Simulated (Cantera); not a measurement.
A closed system holds: 1 mol Si₂H₆, 64 mol N₂, held at 952 °C and 0.140 bar.

Cantera equilibrium calculation (NASA polynomials, part measured and part estimated; ideal gas, pure solids and liquids). Candidate condensed phases: Si, Si₃N₄; 18 gas species. The feed counts by its element totals alone. N₂ is the only nitrogen source here; it is nearly inert below about 1500 K, so the nitride shown seldom forms there in practice. Rates play no part.

Base state: N₂ 0.954, H₂ 0.0457 (mole fractions); condensed: Si₃N₄(s).

What changes in the equilibrium state with this change: Si₂H₆ replaced by Si₃H₈?


```tsv
species	before	after
N₂	0.954	0.939
H₂	0.0457	0.0606
Si₃N₄(s), mol	0.667	1.00
```
